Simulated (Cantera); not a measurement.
Mixture: CO : H2 : CH4 : O2 : N2 = 1 : 0.27 : 0.12 : 0.583 : 2.19 (molar parts), at 27.0 bar, adiabatic and at constant volume. Ignition delay is the time to a rise of 400 K.

Computed with Cantera and GRI-Mech 3.0 (53 species, 325 reactions). The pressure lies above the range GRI-Mech 3.0 was tuned for (to about 10 atm).

Task: At T0 = 1600 K, what is the delay, and which 8 reactions control it most (d ln τ / d ln k, from doubling and halving each rate constant)?

Result: The delay is 2.20 µs.
| reaction | d ln τ / d ln k | faster rate |
|---|---|---|
| H + O2 <=> O + OH | -1.20 | shortens it |
| H2 + OH <=> H + H2O | -0.28 | shortens it |
| CH4 + OH <=> CH3 + H2O | 0.28 | lengthens it |
| CH4 + H <=> CH3 + H2 | 0.27 | lengthens it |
| CH3 + H (+M) <=> CH4 (+M) | 0.23 | lengthens it |
| H2 + O <=> H + OH | -0.22 | shortens it |
| CH3 + HO2 <=> CH3O + OH | -0.17 | shortens it |
| CO + OH <=> CO2 + H | -0.11 | shortens it |
